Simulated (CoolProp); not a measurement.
Saturated liquid density (kg/m³) of octamethylcyclotetrasiloxane (D4): the reference equation beside estimates from Tc = 586.5 K, pc = 1.347 MPa, ω = 0.598. Rackett uses Z = 0.29056 − 0.08775 ω.

Model: reference Helmholtz-energy equation of state, Thol 2015, in CoolProp.

| T (K) | reference | Rackett | Soave-Redlich-Kwong |
|---|---|---|---|
| 452.4 | 760.4 | 882.5 | 688.2 |
| 461.8 | 746.9 | 865.5 | 674.3 |
| 471.1 | 733.0 | 848.2 | 659.7 |
| 480.5 | 718.5 | 830.1 | 644.0 |
| 489.8 | 703.6 | 811.4 | 627.4 |
| 499.2 | 687.8 | 791.6 | 609.4 |
| 508.5 | 671.3 | 771.0 | 590.3 |
| 517.9 | 653.6 | 748.9 | 569.3 |
| 527.2 | 634.7 | 725.5 | 546.8 |
| 536.6 | 614.0 | 700.0 | 521.7 |
| 545.9 | 591.2 | 672.1 | 494.2 |
| 555.3 | 565.0 | 640.3 | 462.5 |
| 564.6 | 533.9 | 603.2 | 426.0 |

Absolute difference from the reference over all 13 rows, mean and median: Rackett 14.7 and 14.9 %, Soave-Redlich-Kwong 13.1 and 12.1 %.
